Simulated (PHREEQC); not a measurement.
Solution (25 °C): 2 mmol/kgw H2SO4. Closed to the air; pH follows from the charge balance.

Computed with PHREEQC (ion-association model, wateq4f.dat).

Precipitation was switched off in this run.

### Question
What pH does the model give?

### Answer
pH 2.48.

### Question
In which forms is S present?

### Answer
SO4-2 79 %, HSO4- 21 % of the S.

Species that the database lacks are ignored.
